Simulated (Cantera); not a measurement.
An isothermal, constant-pressure homogeneous reactor starts with CH4 : N2 = 1 : 2.5 (molar parts), at 1400 K and 0.390 bar. Integrator tolerance rtol = 1e-08.

Model: GRI-Mech 3.0 (53 species, 325 reactions), integrated in Cantera. GRI-Mech 3.0 stops at C3 and has no aromatics, soot or wall deposition, so with more carbon than oxygen in the feed, carbon stays in small species such as C2H2 where larger ones or solid carbon would form.

Problem. What does this change do: pressure from 0.390 bar to 4.73 Torr?

Solution. 
```
quantity                                             before                                     after
----------------  -----------------------------------------  ----------------------------------------
x(CH4) at 100 s       0.0451 (gas-phase equilibrium 0.0373)    0.137 (gas-phase equilibrium 0.000849)
x(H2) at 100 s          0.276 (gas-phase equilibrium 0.286)       0.173 (gas-phase equilibrium 0.332)
x(C2H2) at 100 s      0.0867 (gas-phase equilibrium 0.0538)     0.0572 (gas-phase equilibrium 0.0685)
x(HCN) at 100 s      2.68e-9 (gas-phase equilibrium 0.0768)    2.57e-9 (gas-phase equilibrium 0.0844)
x(CH2) at 100 s   1.44e-10 (gas-phase equilibrium 1.16e-10)  4.00e-9 (gas-phase equilibrium 1.40e-10)
x(CH3) at 100 s     1.34e-5 (gas-phase equilibrium 1.09e-5)  0.000126 (gas-phase equilibrium 1.82e-6)
x(C2H6) at 100 s    1.62e-5 (gas-phase equilibrium 1.08e-5)   1.73e-5 (gas-phase equilibrium 4.83e-9)
```
Radical loss at walls, strong at low pressure, is not modelled.

Problem. What does this change do: temperature 1400 to 1273 K?

Solution. 
```csv
quantity,before,after
x(CH4) at 100 s,0.0451 (gas-phase equilibrium 0.0373),0.233 (gas-phase equilibrium 0.102)
x(H2) at 100 s,0.276 (gas-phase equilibrium 0.286),0.0595 (gas-phase equilibrium 0.206)
x(C2H2) at 100 s,0.0867 (gas-phase equilibrium 0.0538),0.0183 (gas-phase equilibrium 0.0338)
x(HCN) at 100 s,2.68e-9 (gas-phase equilibrium 0.0768),1.17e-12 (gas-phase equilibrium 0.0552)
x(CH2) at 100 s,1.44e-10 (gas-phase equilibrium 1.16e-10),5.56e-12 (gas-phase equilibrium 7.43e-12)
x(CH3) at 100 s,1.34e-5 (gas-phase equilibrium 1.09e-5),6.60e-6 (gas-phase equilibrium 5.05e-6)
x(C2H6) at 100 s,1.62e-5 (gas-phase equilibrium 1.08e-5),7.45e-5 (gas-phase equilibrium 5.98e-5)
```

Problem. What does this change do: pressure from 0.390 bar to 2.18 Torr?

Solution. 
| quantity | before | after |
|---|---|---|
| x(CH4) at 100 s | 0.0451 (gas-phase equilibrium 0.0373) | 0.153 (gas-phase equilibrium 0.000393) |
| x(H2) at 100 s | 0.276 (gas-phase equilibrium 0.286) | 0.153 (gas-phase equilibrium 0.333) |
| x(C2H2) at 100 s | 0.0867 (gas-phase equilibrium 0.0538) | 0.0504 (gas-phase equilibrium 0.0686) |
| x(HCN) at 100 s | 2.68e-9 (gas-phase equilibrium 0.0768) | 2.75e-9 (gas-phase equilibrium 0.0845) |
| x(CH2) at 100 s | 1.44e-10 (gas-phase equilibrium 1.16e-10) | 7.98e-9 (gas-phase equilibrium 1.41e-10) |
| x(CH3) at 100 s | 1.34e-5 (gas-phase equilibrium 1.09e-5) | 0.000189 (gas-phase equilibrium 1.24e-6) |
| x(C2H6) at 100 s | 1.62e-5 (gas-phase equilibrium 1.08e-5) | 1.89e-5 (gas-phase equilibrium 1.03e-9) |
Radical loss at walls, strong at low pressure, is not modelled.
